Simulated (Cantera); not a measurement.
Cantera run, input and output.

```python
import numpy as np
import cantera as ct

gas = ct.Solution("gri30.yaml")
gas.TPX = 1923, 31000, {'NO': 1, 'N2': 1.1}
reactor = ct.IdealGasConstPressureReactor(gas, energy="off", clone=False)
net = ct.ReactorNet([reactor])
net.rtol, net.atol = 1e-08, 1e-18
show = ['NO', 'O', 'N2O', 'N2', 'O2', 'NO2']
times = np.geomspace(0.0002, 5, 13)

steps = ct.SolutionArray(gas, extra=["t"])
rows = []
print(f"{'t/s':>10s}{'T/K':>9s}{'P/Pa':>11s}" + "".join(f"{s:>11s}" for s in show))
for t in times:
    while net.time < t:
        t_next = net.step()
        steps.append(gas.state, t=t_next)
    rows.append([np.interp(t, steps.t, y) for y in (steps.T, steps.P, *steps(*show).X.T)])
    print(f"{t:10.3e}{rows[-1][0]:9.1f}{rows[-1][1]:11.4g}" + "".join(f"{x:11.3e}" for x in rows[-1][2:]))
rate = np.gradient(steps.T, steps.t)
print("integrator steps:", len(steps.t))
if steps.T.max() > steps.T[0] + 200:
    print(f"time of steepest temperature rise: {steps.t[rate.argmax()]:.4e} s")
gas.TPX = 1923, 31000, {'NO': 1, 'N2': 1.1}
gas.equilibrate("TP")
print(f"equilibrium (TP): T = {gas.T:.1f} K  " + "  ".join(f"{s} {gas[s].X[0]:.3e}" for s in show))
```

It prints:

```
       t/s      T/K       P/Pa         NO          O        N2O         N2         O2        NO2
 2.000e-04   1923.0    3.1e+04  4.762e-01  6.752e-06  8.734e-06  5.238e-01  1.211e-07  2.755e-06
 4.651e-04   1923.0    3.1e+04  4.761e-01  1.289e-05  1.916e-05  5.238e-01  6.665e-07  1.008e-05
 1.081e-03   1923.0    3.1e+04  4.761e-01  2.545e-05  3.906e-05  5.238e-01  4.523e-06  2.968e-05
 2.515e-03   1923.0    3.1e+04  4.759e-01  4.656e-05  6.826e-05  5.239e-01  3.477e-05  6.502e-05
 5.848e-03   1923.0    3.1e+04  4.755e-01  5.981e-05  9.208e-05  5.241e-01  1.829e-04  8.731e-05
 1.360e-02   1923.0    3.1e+04  4.747e-01  6.300e-05  9.776e-05  5.245e-01  5.947e-04  9.235e-05
 3.162e-02   1923.0    3.1e+04  4.727e-01  6.632e-05  9.692e-05  5.254e-01  1.566e-03  9.782e-05
 7.354e-02   1923.0    3.1e+04  4.682e-01  7.337e-05  9.464e-05  5.277e-01  3.828e-03  1.092e-04
 1.710e-01   1923.0    3.1e+04  4.576e-01  8.743e-05  8.964e-05  5.330e-01  9.079e-03  1.308e-04
 3.976e-01   1923.0    3.1e+04  4.335e-01  1.129e-04  7.921e-05  5.450e-01  2.109e-02  1.653e-04
 9.247e-01   1923.0    3.1e+04  3.814e-01  1.538e-04  5.985e-05  5.711e-01  4.710e-02  2.042e-04
 2.150e+00   1923.0    3.1e+04  2.840e-01  2.092e-04  3.218e-05  6.198e-01  9.578e-02  2.119e-04
 5.000e+00   1923.0    3.1e+04  1.513e-01  2.664e-04  8.950e-06  6.861e-01  1.622e-01  1.460e-04
integrator steps: 699
equilibrium (TP): T = 1923.0 K  NO 6.400e-03  O 3.168e-04  N2O 1.979e-07  N2 7.586e-01  O2 2.347e-01  NO2 7.420e-06
```

Cantera simulation using GRI-Mech 3.0 (53 species, 325 reactions); the numbers are that mechanism's predictions, not measurements.
